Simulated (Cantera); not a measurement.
A perfectly stirred reactor is fed with C₂H₆ : N₂ = 1 : 160 (molar parts), at 10.00 Torr; it is held at 1225 K, and followed from long to short residence time.

Detailed kinetics in Cantera: GRI-Mech 3.0 (53 species, 325 reactions). GRI-Mech 3.0 stops at C3 and has no aromatics, soot or wall deposition, so with more carbon than oxygen in the feed, carbon stays in small species such as C2H2 where larger ones or solid carbon would form. Radical loss at walls, strong at low pressure, is not modelled.

One state of this run: x C₂H₆ = 0.00458; x C₂H₂ = 7.71e-5; x H₂ = 0.00146; x CH₃ = 8.46e-5; x C₂H = 6.96e-11. x: mole fraction; the columns are a selection and need not sum to one.

Task: Which value of τ (s) does it belong to?
A) 7.9
B) 0.33
C) 0.039
D) 0.11

Result: D, 0.11
